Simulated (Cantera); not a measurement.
Feed: 1 mol c-C₄F₈, 0.14 mol CH₄, 0.002 mol HCl, held at 1.00 bar.

Cantera equilibrium calculation (NASA polynomials, part measured and part estimated; ideal gas, pure solids and liquids). Candidate condensed phases: C, C₆H₆, C₇H₈, C₈H₁₈; 118 gas species. The feed counts by its element totals alone. The tables' values for C₂F₄ are old estimates; treat these amounts as uncertain. Gases not in the tables: C₂F₆ and larger saturated fluorocarbons. The numbers say what is thermodynamically allowed, not how fast it happens.

**Question.** At 2677 °C, list the 5 most abundant gas species with their mole fractions, and the condensed phases.

**Answer.** CF₂ 0.512, F 0.257, HF 0.122, CF₄ 0.0564, CF 0.0267. Condensed: C(graphite).
